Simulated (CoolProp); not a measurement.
Tetrahydrofuran at several states: Z from the reference equation and from simpler models built on Tc = 267.0 °C, pc = 5.304 MPa, ω = 0.234; each cubic takes its own stable root.

Values from CoolProp's reference Helmholtz-energy equation of state, Fiedler 2023.

```tsv
T (°C)	p (MPa)	phase	reference
203.85	4.16	liquid	0.1161
253.35	3.95	gas	0.5973
-100.55	3.71	liquid	0.1833
-67.45	0.0155	liquid	0.0006664
46.45	0.0197	gas	0.9936
```

Question: How far does each simpler model (van der Waals, Redlich-Kwong, Soave-Redlich-Kwong, Peng-Robinson) lie from the reference over these 5 states: mean and median of the absolute difference, and the worst?

Answer: 
- van der Waals: mean 29792.1 %, median 61.6 %, worst +148819.6 % at -67.45 °C and 0.0155 MPa
- Redlich-Kwong: mean 9.3 %, median 10.9 %, worst +18.4 % at 203.85 °C and 4.16 MPa
- Soave-Redlich-Kwong: mean 7.8 %, median 10.0 %, worst +13.4 % at 203.85 °C and 4.16 MPa
- Peng-Robinson: mean 0.6 %, median 0.3 %, worst -1.9 % at -67.45 °C and 0.0155 MPa

At some of these states van der Waals gives the other phase, because its saturation line lies elsewhere.
